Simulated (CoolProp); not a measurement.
A simple Rankine cycle with n-perfluorohexane: condensing at 321.15 K, boiler at 1.21 MPa, turbine inlet 444 K, turbine efficiency 0.9, pump efficiency 0.8, no recuperator. Each further row changes one setting.

Model: reference Helmholtz-energy equation of state, Gao 2022, in CoolProp.

```tsv
case	thermal efficiency (%)	net work (kJ/kg)	heat in (kJ/kg)	turbine exit temperature (K)	volume ratio over the turbine
as stated	11.9	22.3	188	407.0	22.1
condensing temperature 313.15 K	12.7	25.0	197	404.0	29.7
boiler pressure 0.847 MPa	10.7	20.6	194	414.7	13.3
turbine efficiency 0.8	10.5	19.8	188	409.6	22.2
```
